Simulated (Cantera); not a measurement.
# Ignition delay

Mixture: 1.09 % CH4, 0.0895 % C2H6, 1.20 % C3H8, 12.6 % O2, 85.1 % N2, equivalence ratio 0.68, at 0.980 bar, adiabatic and at constant volume. Ignition delay is the time to a rise of 400 K.

Cantera simulation using GRI-Mech 3.0 (53 species, 325 reactions); the numbers are that mechanism's predictions, not measurements. GRI-Mech 3.0 was tuned for natural gas; its chemistry of propane as a main component is partial and can be far from experiment. Where the delays flatten at high temperature, the 400 K rule measures the pace of heat release, not the induction time.

```csv
T0 (K),delay (ms)
1300,1.34
1400,0.325
1500,0.111
1600,0.0505
1700,0.0282
1800,0.0182
1900,0.0130
2000,0.00995
2100,0.00812
2200,0.00764
```
